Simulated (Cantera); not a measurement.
Input (Python, Cantera):

```python
import numpy as np
import cantera as ct

gas = ct.Solution("gri30.yaml")
gas.TPX = 1798, 88000, {'CH4': 1, 'CO2': 2.6, 'H2': 0.067}
reactor = ct.IdealGasConstPressureReactor(gas, energy="off", clone=False)
net = ct.ReactorNet([reactor])
net.rtol, net.atol = 1e-08, 1e-18
show = ['CH4', 'CO2', 'H2', 'OH', 'CH2', 'H2O']
times = np.geomspace(2e-05, 10, 14)

steps = ct.SolutionArray(gas, extra=["t"])
rows = []
print(f"{'t/s':>10s}{'T/K':>9s}{'P/Pa':>11s}" + "".join(f"{s:>11s}" for s in show))
for t in times:
    while net.time < t:
        t_next = net.step()
        steps.append(gas.state, t=t_next)
    rows.append([np.interp(t, steps.t, y) for y in (steps.T, steps.P, *steps(*show).X.T)])
    print(f"{t:10.3e}{rows[-1][0]:9.1f}{rows[-1][1]:11.4g}" + "".join(f"{x:11.3e}" for x in rows[-1][2:]))
rate = np.gradient(steps.T, steps.t)
print("integrator steps:", len(steps.t))
if steps.T.max() > steps.T[0] + 200:
    print(f"time of steepest temperature rise: {steps.t[rate.argmax()]:.4e} s")
gas.TPX = 1798, 88000, {'CH4': 1, 'CO2': 2.6, 'H2': 0.067}
gas.equilibrate("TP")
print(f"equilibrium (TP): T = {gas.T:.1f} K  " + "  ".join(f"{s} {gas[s].X[0]:.3e}" for s in show))
```

Output:

```
       t/s      T/K       P/Pa        CH4        CO2         H2         OH        CH2        H2O
 2.000e-05   1798.0    8.8e+04  2.718e-01  7.087e-01  1.863e-02  1.867e-07  7.267e-08  2.987e-05
 5.488e-05   1798.0    8.8e+04  2.700e-01  7.081e-01  1.957e-02  3.866e-07  3.430e-07  1.466e-04
 1.506e-04   1798.0    8.8e+04  2.617e-01  7.049e-01  2.519e-02  8.831e-07  9.810e-07  8.517e-04
 4.132e-04   1798.0    8.8e+04  2.288e-01  6.860e-01  5.343e-02  1.994e-06  1.397e-06  5.125e-03
 1.134e-03   1798.0    8.8e+04  1.671e-01  6.277e-01  1.094e-01  3.602e-06  1.033e-06  2.424e-02
 3.111e-03   1798.0    8.8e+04  9.577e-02  5.181e-01  1.375e-01  6.807e-06  8.693e-07  8.460e-02
 8.537e-03   1798.0    8.8e+04  3.429e-02  3.557e-01  1.029e-01  1.454e-05  9.799e-07  1.945e-01
 2.343e-02   1798.0    8.8e+04  1.089e-02  2.437e-01  9.570e-02  2.111e-05  8.766e-07  2.357e-01
 6.428e-02   1798.0    8.8e+04  8.298e-03  1.823e-01  1.331e-01  1.523e-05  3.921e-07  2.105e-01
 1.764e-01   1798.0    8.8e+04  4.899e-03  1.378e-01  1.720e-01  1.105e-05  1.299e-07  1.830e-01
 4.840e-01   1798.0    8.8e+04  1.116e-03  1.177e-01  1.945e-01  9.241e-06  1.889e-08  1.685e-01
 1.328e+00   1798.0    8.8e+04  2.207e-06  1.153e-01  1.976e-01  9.309e-06  3.317e-11  1.670e-01
 3.644e+00   1798.0    8.8e+04  3.714e-09  1.153e-01  1.976e-01  9.323e-06  6.107e-14  1.670e-01
 1.000e+01   1798.0    8.8e+04  3.714e-09  1.153e-01  1.976e-01  9.323e-06  6.107e-14  1.670e-01
integrator steps: 2145
equilibrium (TP): T = 1798.0 K  CH4 4.072e-09  CO2 1.153e-01  H2 1.976e-01  OH 9.323e-06  CH2 6.665e-14  H2O 1.670e-01
```

Model: GRI-Mech 3.0 (53 species, 325 reactions), integrated in Cantera.
